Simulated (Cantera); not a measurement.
Input: 1 mol CH₃SiH₃, 0.16 mol C₂H₂, 140 mol H₂, at 9.75 Torr.

Method: chemical equilibrium by Gibbs-energy minimisation in Cantera with the NASA 1993 tables (ideal gas, pure condensed phases). Candidate condensed phases: C, C₆H₆, C₇H₈, C₈H₁₈, Si, SiC; 87 gas species. The feed counts by its element totals alone. Gases not in the tables: Si₂H₆ and higher silanes. The numbers say what is thermodynamically allowed, not how fast it happens.

**Question.** Which condensed phases are stable at each of these points (T (K)): 1948, 1998, 2048, 2098, 2148, 2198, 2248, 2298, 2348?

**Answer.** 
| T (K) | condensed phases | Si condensed (%) |
|---|---|---|
| 1948 | C(graphite) + SiC(s) | 98.6 |
| 1998 | C(graphite) + SiC(s) | 96.9 |
| 2048 | C(graphite) + SiC(s) | 93.4 |
| 2098 | C(graphite) + SiC(s) | 86.2 |
| 2148 | C(graphite) + SiC(s) | 71.9 |
| 2198 | C(graphite) + SiC(s) | 44.3 |
| 2248 | C(graphite) | 0.0 |
| 2298 | gas only | 0.0 |
| 2348 | gas only | 0.0 |

From 1948 K to 2198 K the condensed part is C(graphite) + SiC(s). At 2248 K the condensed part is C(graphite). From 2298 K to 2348 K nothing is condensed.
